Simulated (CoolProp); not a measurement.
CH3F (R41) at several states: Z from the reference equation and from simpler models built on Tc = 317.3 K, pc = 5906 kPa, ω = 0.200; each cubic takes its own stable root.

Computed with CoolProp (reference Helmholtz-energy equation of state, Lemmon 2006). It is a short technical equation, of lower accuracy than the large ones.

```tsv
T (K)	p (kPa)	phase	reference
308.6	3660	gas	0.6679
163.8	460	liquid	0.01219
141	22	liquid	0.0006480
253	3810	liquid	0.08211
380.4	34.8	gas	0.9987
```

**Question.** How far does each simpler model (Soave-Redlich-Kwong, Peng-Robinson) lie from the reference over these 5 states: mean and median of the absolute difference, and the worst?

**Answer.** 
- Soave-Redlich-Kwong: mean 17.6 %, median 26.5 %, worst +27.6 % at 253 K and 3810 kPa
- Peng-Robinson: mean 8.3 %, median 12.4 %, worst +13.5 % at 141 K and 22 kPa
